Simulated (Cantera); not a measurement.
Mixture: H2 : O2 : N2 : H2O = 1 : 0.294 : 1.11 : 0.33 (molar parts), equivalence ratio 1.7, at 7500 Torr, adiabatic and at constant pressure. Ignition delay is the time to a rise of 400 K.

Detailed kinetics in Cantera: the H2/O2 subset of GRI-Mech 3.0, which has no nitrogen chemistry. The hydrogen kinetics of GRI-Mech 3.0 are dated; newer H2 mechanisms differ, most at raised pressure.

**Question.** Predict: delay at 975 K; delay at 1050 K; delay at 1125 K; delay at 1200 K; delay at 1275 K; delay at 1350 K; delay at 1425 K; apparent activation energy between 1275 and 1425 K.

**Answer.** 
```
Property                                                 Value
--------------------------------------------------  ----------
delay at 975 K                                         14.5 ms
delay at 1050 K                                        2.95 ms
delay at 1125 K                                       0.713 ms
delay at 1200 K                                       0.188 ms
delay at 1275 K                                        48.6 µs
delay at 1350 K                                        11.8 µs
delay at 1425 K                                        4.06 µs
apparent activation energy between 1275 and 1425 K  250 kJ/mol
```
